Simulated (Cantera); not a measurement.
Feed: 1 mol SiH₂Cl₂, 9.2 mol N₂O, at 0.000580 bar.

Equilibrium computed with Cantera from the NASA thermochemical tables; the gas is ideal and each condensed phase is pure. Candidate condensed phases: H₂O, NH₄Cl, Si, SiO₂, Si₂N₂O, Si₃N₄; 47 gas species. The tables hold silica as quartz up to 1696 K and as liquid above; real silica turns to tridymite and cristobalite and melts near 1996 K. Kinetics and transport are ignored.

Task: At 1475 °C, list the 7 most abundant gas species with their mole fractions, and the condensed phases.

Result: N₂ 0.610, O₂ 0.222, HCl 0.0736, Cl 0.0593, H₂O 0.0287, NO 0.00313, OH 0.00175. Condensed: SiO₂(condensed).
